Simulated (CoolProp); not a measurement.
Tetradecamethylhexasiloxane (MD4M) along the isobar 1.24 MPa: fugacity coefficient from the reference equation and from simpler models built on Tc = 380.0 °C, pc = 0.8286 MPa, ω = 0.800; each cubic takes its own stable root.

The numbers come from the reference Helmholtz-energy equation of state, Thol 2019 in CoolProp.

| T (°C) | phase | reference |
|---|---|---|
| 142.75 | liquid | 0.002679 |
| 150.05 | liquid | 0.003642 |
| 157.25 | liquid | 0.004857 |
| 164.45 | liquid | 0.006387 |
| 171.75 | liquid | 0.008318 |
| 178.95 | liquid | 0.01066 |
| 186.15 | liquid | 0.01350 |
| 193.45 | liquid | 0.01696 |
| 200.65 | liquid | 0.02102 |
| 207.95 | liquid | 0.02587 |
| 215.15 | liquid | 0.03143 |
| 222.35 | liquid | 0.03786 |
| 229.65 | liquid | 0.04533 |

Question: How far does each simpler model (van der Waals, Redlich-Kwong, Soave-Redlich-Kwong) lie from the reference over these 13 states: mean and median of the absolute difference, and the worst?

Answer: 
- van der Waals: mean 1454.8 %, median 1097.0 %, worst +3767.1 % at 142.75 °C and 1.24 MPa
- Redlich-Kwong: mean 497.2 %, median 423.8 %, worst +1048.2 % at 142.75 °C and 1.24 MPa
- Soave-Redlich-Kwong: mean 4.4 %, median 3.6 %, worst +7.4 % at 142.75 °C and 1.24 MPa
